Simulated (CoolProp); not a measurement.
A simple Rankine cycle with hydrogen sulfide: condensing at 301.15 K, boiler at 5.88 MPa, turbine inlet 388.9 K, turbine efficiency 0.6, pump efficiency 0.8, no recuperator. Each further row changes one setting.

Model: reference Helmholtz-energy equation of state, Lemmon 2006, in CoolProp. It is a short technical equation, of lower accuracy than the large ones.

```csv
case,thermal efficiency (%),net work (kJ/kg),heat in (kJ/kg),turbine exit temperature (K),volume ratio over the turbine
as stated,7.1,33.2,465,317.2,2.42
turbine inlet 408.9 K,7.5,37.5,496,337.6,2.41
condensing temperature 293.15 K,8.2,39.6,483,305.6,2.88
boiler pressure 4.12 MPa,5.2,25.7,494,345.0,1.76
turbine efficiency 0.5,5.7,26.7,465,322.0,2.48
```
